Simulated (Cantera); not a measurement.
Cantera run:

```python
import numpy as np
import cantera as ct

gas_names = """
    H H2 H2S Pb PbS Pb2 S SH S2 S8
""".split()
cond_names = """
    Pb(cr) Pb(L) PbS(s) PbS(L) S(cr1) S(cr2) S(L)
""".split()


def load(file, names, dense=False):
    # The tables refer to 1 bar. Condensed volumes are neglected.
    table = {s.name: s for s in ct.Species.list_from_file(file)}
    out = []
    for n in names:
        d = dict(table[n].input_data)
        d["thermo"] = dict(d["thermo"], **{"reference-pressure": 1e5})
        if dense:
            d["equation-of-state"] = {"model": "constant-volume", "density": "1e6 g/cm^3"}
        out.append(ct.Species.from_dict(d))
    return out


gas = ct.Solution(thermo="ideal-gas", species=load("nasa_gas.yaml", gas_names))
cond = {s.name: ct.Solution(thermo="fixed-stoichiometry", species=[s], name=s.name)
        for s in load("nasa_condensed.yaml", cond_names, dense=True)}
atoms = {
    'Pb': {'Pb': 1},
    'H2S': {'H': 2, 'S': 1},
    'H2': {'H': 2},
}
top_T = {}  # K; cautious upper limits of use, not melting points


def equilibrate(T, P, feed):
    n = {}
    for name, mol in feed.items():
        for a, k in atoms[name].items():
            n[a] = n.get(a, 0.0) + k * mol
    gas.TPX = T, P, n
    mass = sum(n.values()) * gas.mean_molecular_weight
    gas.equilibrate("TP")
    valid = [c for c in cond.values() if c.min_temp <= T <= top_T.get(c.name, c.max_temp)]
    mix = ct.Mixture([(gas, mass / gas.mean_molecular_weight)] + [(c, 0.0) for c in valid])
    mix.T, mix.P = T, P
    mix.equilibrate("TP", solver="vcs", rtol=1e-11, max_steps=5000)
    return mix


results = []
feed = {'Pb': 1, 'H2S': 0.027, 'H2': 4.3}  # mol
P = 133.322  # Pa
for T in [673, 823, 973, 1123, 1273, 1423, 1573, 1723, 1873, 2023]:
    mix = equilibrate(T, P, feed)
    results.append((T, P, feed, dict(zip(mix.species_names, mix.species_moles))))
    x = sorted(zip(gas.X, gas.species_names), reverse=True)
    print(f"T = {T:g} K  P = {P:g} Pa  gas = {mix.phase_moles(0):.4g} mol")
    print("   x: " + "  ".join(f"{s} {v:.3e}" for v, s in x if v > 1e-05))
    print("   condensed (mol): " + ("  ".join(f"{mix.phase(i).name} {mix.phase_moles(i):.4g}"
          for i in range(1, mix.n_phases) if mix.phase_moles(i) > 1e-12) or "none"))
```

Result:

```
T = 673 K  P = 133.322 Pa  gas = 4.327 mol
   x: H2 9.998e-01  H2S 2.108e-04
   condensed (mol): Pb(L) 0.9739  PbS(s) 0.02609
T = 823 K  P = 133.322 Pa  gas = 4.328 mol
   x: H2 9.972e-01  H2S 2.522e-03  PbS 2.190e-04  Pb 1.007e-04
   condensed (mol): Pb(L) 0.9835  PbS(s) 0.01513
T = 973 K  P = 133.322 Pa  gas = 4.375 mol
   x: H2 9.873e-01  Pb 6.561e-03  PbS 4.337e-03  H2S 1.834e-03
   condensed (mol): Pb(L) 0.9523
T = 1123 K  P = 133.322 Pa  gas = 5.045 mol
   x: H2 8.576e-01  Pb 1.371e-01  PbS 5.179e-03  H2S 1.731e-04
   condensed (mol): Pb(L) 0.2824
T = 1273 K  P = 133.322 Pa  gas = 5.327 mol
   x: H2 8.121e-01  Pb 1.828e-01  PbS 4.877e-03  H2S 1.890e-04  H 1.760e-05
   condensed (mol): none
T = 1423 K  P = 133.322 Pa  gas = 5.327 mol
   x: H2 8.118e-01  Pb 1.829e-01  PbS 4.771e-03  H2S 2.725e-04  H 1.639e-04  SH 1.806e-05
   condensed (mol): none
T = 1573 K  P = 133.322 Pa  gas = 5.33 mol
   x: H2 8.109e-01  Pb 1.830e-01  PbS 4.564e-03  H 1.003e-03  H2S 3.574e-04  SH 8.951e-05  S2 2.167e-05  S 1.164e-05
   condensed (mol): none
T = 1723 K  P = 133.322 Pa  gas = 5.341 mol
   x: H2 8.074e-01  Pb 1.832e-01  H 4.488e-03  PbS 4.039e-03  H2S 4.105e-04  SH 3.085e-04  S 1.043e-04  S2 9.641e-05
   condensed (mol): none
T = 1873 K  P = 133.322 Pa  gas = 5.375 mol
   x: H2 7.964e-01  Pb 1.831e-01  H 1.577e-02  PbS 2.957e-03  SH 7.073e-04  S 5.372e-04  H2S 3.723e-04  S2 2.246e-04
   condensed (mol): none
T = 2023 K  P = 133.322 Pa  gas = 5.464 mol
   x: H2 7.683e-01  Pb 1.814e-01  H 4.559e-02  PbS 1.620e-03  S 1.572e-03  SH 1.025e-03  H2S 2.420e-04  S2 2.417e-04
   condensed (mol): none
```

Equilibrium computed with Cantera from the NASA thermochemical tables; the gas is ideal and each condensed phase is pure. Gases not in the tables: S3 to S7.
